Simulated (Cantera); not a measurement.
Mixture: CO : H2 : CH4 : O2 : N2 : H2O = 1 : 0.17 : 1.1 : 2.53 : 7.34 : 1.1 (molar parts), equivalence ratio 1.1, at 1.38 atm, adiabatic and at constant pressure. Ignition delay is the time to a rise of 400 K.

Computed with Cantera and GRI-Mech 3.0 (53 species, 325 reactions).

Question: What does this change do: pressure from 1.38 atm to 2.57 atm?

Answer: 
```csv
quantity,before,after
delay at 1223 K,6.76 ms,3.89 ms
delay at 1323 K,2.43 ms,1.48 ms
delay at 1423 K,0.918 ms,0.579 ms
delay at 1523 K,0.380 ms,0.240 ms
apparent activation energy between 1473 and 1573 K,160 kJ/mol,160 kJ/mol
```

Question: What does this change do: pressure from 1.38 atm to 4.93 atm?

Answer: 
| quantity | before | after |
|---|---|---|
| delay at 1223 K | 6.76 ms | 2.08 ms |
| delay at 1323 K | 2.43 ms | 0.836 ms |
| delay at 1423 K | 0.918 ms | 0.342 ms |
| delay at 1523 K | 0.380 ms | 0.145 ms |
| apparent activation energy between 1473 and 1573 K | 160 kJ/mol | 160 kJ/mol |
